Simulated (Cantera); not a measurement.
Mixture: 8.07 % C₃H₈, 22.4 % O₂, 69.5 % N₂, at 33.6 atm, adiabatic and at constant volume. Ignition delay is the time to a rise of 400 K.

Model: GRI-Mech 3.0 (53 species, 325 reactions), integrated in Cantera. GRI-Mech 3.0 was tuned for natural gas; its chemistry of propane as a main component is partial and can be far from experiment. The pressure lies above the range GRI-Mech 3.0 was tuned for (to about 10 atm).

### Question
Predict: delay at 1000 K; delay at 1100 K; delay at 1200 K; delay at 1300 K; delay at 1400 K; delay at 1500 K; apparent activation energy between 1300 and 1500 K.

### Answer
| Item | Result |
|---|---|
| delay at 1000 K | 18.5 ms |
| delay at 1100 K | 3.09 ms |
| delay at 1200 K | 0.574 ms |
| delay at 1300 K | 0.115 ms |
| delay at 1400 K | 26.9 µs |
| delay at 1500 K | 7.76 µs |
| apparent activation energy between 1300 and 1500 K | 220 kJ/mol |
